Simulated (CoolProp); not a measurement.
Vapour-liquid equilibrium of R134a (1) + R141b (2) at 265.5 K; x and y are mole fractions of (1).

Model: multi-fluid Helmholtz-energy mixture model, Tillner-Roth 1994 and Lemmon 2006; pair parameters Bell 2016, in CoolProp.

Problem. Give the bubble pressure and the first vapour's composition at x = 0.05, 0.75, 0.95. Is there an azeotrope?

Solution. x = 0.05: 0.3668 bar, y = 0.487; x = 0.75: 1.811 bar, y = 0.956; x = 0.95: 2.111 bar, y = 0.989. No azeotrope shows between x = 0.05 and 0.95.

The pair parameters rest on a limited set of measurements; away from them the model extrapolates.
